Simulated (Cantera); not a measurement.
Feed: 1 mol Ti(OiPr)₄, 1.8 mol O₂, held at 0.133 bar.

Cantera equilibrium calculation (NASA polynomials, part measured and part estimated; ideal gas, pure solids and liquids). Candidate condensed phases: C, C₆H₆, C₇H₈, C₈H₁₈, H₂O, Ti, TiC, TiO, TiO₂, Ti₂O₃, Ti₃O₅, Ti₄O₇; 113 gas species. The feed counts by its element totals alone. TiC: taken at fixed stoichiometry. Equilibrium is a limit: real reactors are often held back by kinetics, nucleation or transport.

Question: At 1648 K, list the 6 most abundant gas species with their mole fractions, and the condensed phases.

Answer: H₂ 0.648, CO 0.352, H 0.000196, CH₄ 7.50e-5, C₂H₂ (acetylene) 2.90e-5, H₂O 1.98e-5. Condensed: C(graphite) + TiC(s).
